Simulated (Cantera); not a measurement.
Feed: 1 mol V, a varied amount of H2O, 9.1 mol H2, at 2050 °C and 1.00 bar.

These are equilibrium values from Cantera (NASA tables, ideal gas, pure condensed phases), not measurements of a reactor. Candidate condensed phases: H2O, V, VO, V2O3, V2O4, V2O5; 12 gas species. Each liquid is taken as pure. Mutual solubility and eutectic melting of coexisting phases are not modelled. VO: taken at fixed stoichiometry. Condensed phases not in the tables: the oxides between V2O3 and V2O5 other than VO2, N, O or C dissolved in the metal. The numbers say what is thermodynamically allowed, not how fast it happens.

log p: log10 of the partial pressure in bar; n: condensed amount in mol.

```
n(H2O) (mol)  log p H2  log p H2O  log p H  log p VO2  log p OH  log p V  n V(l)  n VO(l)  n V2O3(s)
------------  --------  ---------  -------  ---------  --------  -------  ------  -------  ---------
0.013            -0.01      -3.03    -1.97      -5.06     -5.77    -3.85   0.994  0.00338          0
0.021            -0.01      -3.03    -1.97      -5.06     -5.77    -3.85   0.986   0.0114          0
0.034            -0.01      -3.03    -1.97      -5.06     -5.77    -3.85   0.973   0.0244          0
0.055            -0.01      -3.03    -1.97      -5.06     -5.77    -3.85   0.952   0.0453          0
0.089            -0.01      -3.03    -1.97      -5.06     -5.77    -3.85   0.918   0.0793          0
0.14             -0.01      -3.03    -1.97      -5.06     -5.77    -3.85   0.867    0.130          0
0.23             -0.01      -3.03    -1.97      -5.06     -5.77    -3.85     [?]      [?]          0
0.37             -0.01      -3.03    -1.97      -5.06     -5.77    -3.85     [?]      [?]          0
0.6              -0.01      -3.03    -1.97      -5.06     -5.77    -3.85   0.408    0.590          0
0.96             -0.01      -3.03    -1.97      -5.06     -5.77    -3.85  0.0481    0.949          0
1.5              -0.03      -1.33    -1.98      -3.34     -4.06    -5.57       0    0.994          0
2.5              -0.06      -0.92    -1.99      -2.89     -3.63    -6.02       0    0.819     0.0826
```

Task: Some entries are withheld; supply them.

Result: 
- 0.23, n V(l): 0.778
- 0.23, n VO(l): 0.220
- 0.37, n V(l): 0.638
- 0.37, n VO(l): 0.360
